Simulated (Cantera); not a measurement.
Charge: 1 mol B2O3, 10 mol H2, at 1375 K and 1.00 Torr.

Cantera equilibrium calculation (NASA polynomials, part measured and part estimated; ideal gas, pure solids and liquids). Candidate condensed phases: B, B2O3, B3O3H3, H2O; 23 gas species. Equilibrium is a limit: real reactors are often held back by kinetics, nucleation or transport.

Base state: H2 0.993, HBO 0.00311, HBO2 0.00290, B2O3 0.000986, H2O 0.000216, B2O2 0.000105, H 9.35e-5 (mole fractions); condensed: B2O3(l).

What changes in the equilibrium state with this change: temperature from 1375 K to 1123 K?


```json
[
 {"species": "H2", "before": "0.993", "after": "1.000"},
 {"species": "HBO", "before": "0.00311", "after": "4.75e-5"},
 {"species": "HBO2", "before": "0.00290", "after": "2.45e-5"},
 {"species": "B2O3", "before": "0.000986", "after": "4.64e-7"},
 {"species": "B2O2", "before": "0.000105", "after": "6.69e-8"},
 {"species": "B2O3(l), mol", "before": "0.959", "after": "1.000"}
]
```

What changes in the equilibrium state with this change: temperature from 1375 K to 1625 K?


```
species         before    after
------------  --------  -------
H2               0.993    0.873
B2O3          0.000986   0.0530
HBO2           0.00290   0.0365
HBO            0.00311   0.0280
BO             9.28e-6  0.00127
B2O2          0.000105  0.00489
H              9.35e-5  0.00181
H2O           0.000216  0.00127
B2O3(l), mol     0.959        0
```
